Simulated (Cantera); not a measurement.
Adiabatic ignition

An adiabatic, constant-volume homogeneous reactor starts with 7.39 % CH3OH, 18.8 % O2, 71.3 % N2, 2.51 % H2O, equivalence ratio 0.59, at 1798 K and 3.90 bar.

Cantera simulation using GRI-Mech 3.0 (53 species, 325 reactions); the numbers are that mechanism's predictions, not measurements. GRI-Mech 3.0 was tuned for natural gas; its chemistry of methanol as a main component is partial and can be far from experiment.

```json
[
 {"t (s)": "1.00e-6", "T (K)": "1798", "P (bar)": "3.90", "x CH3OH": "0.0723", "x O2": "0.186", "x H2O": "0.0258", "x CH3": "0.000149", "x CH2O": "0.00113"},
 {"t (s)": "3.74e-6", "T (K)": "1835", "P (bar)": "4.03", "x CH3OH": "0.0579", "x O2": "0.178", "x H2O": "0.0350", "x CH3": "9.33e-5", "x CH2O": "0.0118"},
 {"t (s)": "1.40e-5", "T (K)": "2800", "P (bar)": "6.49", "x CH3OH": "<1e-12", "x O2": "0.0757", "x H2O": "0.139", "x CH3": "<1e-12", "x CH2O": "3.42e-10"},
 {"t (s)": "5.23e-5", "T (K)": "2885", "P (bar)": "6.65", "x CH3OH": "<1e-12", "x O2": "0.0731", "x H2O": "0.143", "x CH3": "<1e-12", "x CH2O": "2.73e-10"},
 {"t (s)": "0.000196", "T (K)": "2875", "P (bar)": "6.62", "x CH3OH": "<1e-12", "x O2": "0.0697", "x H2O": "0.144", "x CH3": "<1e-12", "x CH2O": "2.67e-10"},
 {"t (s)": "0.000731", "T (K)": "2862", "P (bar)": "6.58", "x CH3OH": "<1e-12", "x O2": "0.0656", "x H2O": "0.144", "x CH3": "<1e-12", "x CH2O": "2.60e-10"},
 {"t (s)": "0.00273", "T (K)": "2861", "P (bar)": "6.58", "x CH3OH": "<1e-12", "x O2": "0.0651", "x H2O": "0.144", "x CH3": "<1e-12", "x CH2O": "2.59e-10"},
 {"t (s)": "0.0102", "T (K)": "2861", "P (bar)": "6.58", "x CH3OH": "<1e-12", "x O2": "0.0651", "x H2O": "0.144", "x CH3": "<1e-12", "x CH2O": "2.59e-10"},
 {"t (s)": "0.0382", "T (K)": "2861", "P (bar)": "6.58", "x CH3OH": "<1e-12", "x O2": "0.0651", "x H2O": "0.144", "x CH3": "<1e-12", "x CH2O": "2.59e-10"},
 {"t (s)": "0.143", "T (K)": "2861", "P (bar)": "6.58", "x CH3OH": "<1e-12", "x O2": "0.0651", "x H2O": "0.144", "x CH3": "<1e-12", "x CH2O": "2.59e-10"},
 {"t (s)": "0.535", "T (K)": "2861", "P (bar)": "6.58", "x CH3OH": "<1e-12", "x O2": "0.0651", "x H2O": "0.144", "x CH3": "<1e-12", "x CH2O": "2.59e-10"},
 {"t (s)": "2.00", "T (K)": "2861", "P (bar)": "6.58", "x CH3OH": "<1e-12", "x O2": "0.0651", "x H2O": "0.144", "x CH3": "<1e-12", "x CH2O": "2.59e-10"}
]
```
x: mole fraction; the columns are a selection and need not sum to one.

```json
{
 "time_of_steepest_temperature_rise": "7.01 µs",
 "temperature at 2.00 s": "2861 K",
 "equilibrium_temperature": "2861 K",
 "x(CH3OH) at 2.00 s": "<1e-12 (gas-phase equilibrium <1e-12)",
 "x(O2) at 2.00 s": "0.0651 (gas-phase equilibrium 0.0651)",
 "x(H2O) at 2.00 s": "0.144 (gas-phase equilibrium 0.144)"
}
```
